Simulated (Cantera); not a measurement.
Feed: 1 mol HMDSO, a varied amount of O2, 1.1 mol N2, at 2025 K and 4900 Pa.

Cantera equilibrium calculation (NASA polynomials, part measured and part estimated; ideal gas, pure solids and liquids). Candidate condensed phases: C, C6H6, C7H8, C8H18, H2O, Si, SiC, SiO2, Si2N2O, Si3N4; 151 gas species. The feed counts by its element totals alone. Kinetics and transport are ignored.

Q: At 1 mol O2, list the 7 most abundant gas species with their mole fractions, and the condensed phases.

A: H2 0.678, CO 0.226, N2 0.0816, H 0.00716, HCN 0.00382, SiO 0.00223, C2H2 (acetylene) 0.000614. Condensed: C(graphite) + SiC(s).
